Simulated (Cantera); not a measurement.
A closed system holds: 1 mol Fe₃O₄, 1.4 mol C, 0.35 mol H₂, equilibrated at 69.0 mbar.

Method: chemical equilibrium by Gibbs-energy minimisation in Cantera with the NASA 1993 tables (ideal gas, pure condensed phases). Candidate condensed phases: C, C₆H₆, C₇H₈, C₈H₁₈, Fe, Fe(CO)₅, FeO, Fe(OH)₂, Fe(OH)₃, Fe₂O₃, Fe₃O₄, H₂O; 114 gas species. Mutual solubility and eutectic melting of coexisting phases are not modelled. The tables' stoichiometric FeO is somewhat more stable than real wüstite, so its field is too wide. FeO: taken at fixed stoichiometry. The numbers say what is thermodynamically allowed, not how fast it happens.

log p: log10 of the partial pressure in bar; n: condensed amount in mol.

```csv
T (K),log p CO,log p CO₂,log p H₂,log p H₂O,log p H,log p CH₄,n Fe(α),n FeO(s),n Fe(γ)
948,-1.37,-1.92,-1.92,-2.73,-10.24,-5.18,0.754,2.25,0
1048,-1.35,-1.97,-1.94,-2.64,-9.08,-6.49,0.727,2.27,0
1148,-1.34,-2.02,-1.96,?,?,?,0.715,2.28,0
1248,-1.33,-2.05,-1.97,-2.49,-7.32,-8.53,0,2.29,0.708
1348,-1.33,-2.08,-1.99,-2.45,-6.63,-9.32,0,2.30,0.704
1448,-1.33,-2.10,-2.01,-2.41,?,?,0,2.30,0.700
1548,-1.32,-2.13,-2.02,-2.38,-5.52,-10.60,0,2.30,0.697
1648,-1.32,-2.15,-2.03,-2.35,-5.06,-11.11,0,2.31,0.694
```

**Question.** Fill in the missing entries.

**Answer.** 
- 1148, log p H₂O: -2.56
- 1148, log p H: -8.12
- 1148, log p CH₄: -7.60
- 1448, log p H: -6.04
- 1448, log p CH₄: -10.01
